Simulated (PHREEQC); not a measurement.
Dissolve 0.0093 mol KHCO3 per kg of water at 25 °C. Closed to the air; pH follows from the charge balance.

Equilibrium calculation in PHREEQC: Pitzer model, pitzer.dat.

Precipitation was switched off in this run.

### Question
Predict the pH, osmotic coefficient, specific conductance.

### Answer
pH 8.24; osmotic coefficient 0.968; specific conductance 1030 µS/cm.

### Question
In which forms is C present?

### Answer
HCO3- 98 %, CO2 1.1 %, CO3-2 1.1 % of the C.
